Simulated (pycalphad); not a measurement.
# Freezing of Mg-Si-Al alloys with rising Si

Computed with pycalphad from the COST 507 light-alloy database (1999), at 1 atm. These are 1990s assessments: newer ones move some temperatures and phases. Phase fractions are per mole of atoms.

Scheil-Gulliver runs (no diffusion in the solid, steps of 4 K) beside full equilibrium.

```tsv
alloy	liquidus (°C)	Scheil, half solid (°C)	Scheil, 80 % solid (°C)	Scheil, invariant end (°C)	liquid left at that end	equilibrium solidus (°C)
Mg-8.56Si-8.6Al (at.%)	845	553	453	436	0.18	436
Mg-11.41Si-8.6Al (at.%)	894	550	445	436	0.19	436
Mg-17.11Si-8.6Al (at.%)	?	?	?	436	?	436
```

Task: Some entries are withheld; supply them.

Result: 
- Mg-17.11Si-8.6Al (at.%), liquidus (°C): 967
- Mg-17.11Si-8.6Al (at.%), Scheil, half solid (°C): 573
- Mg-17.11Si-8.6Al (at.%), Scheil, 80 % solid (°C): at the invariant end
- Mg-17.11Si-8.6Al (at.%), liquid left at that end: 0.21
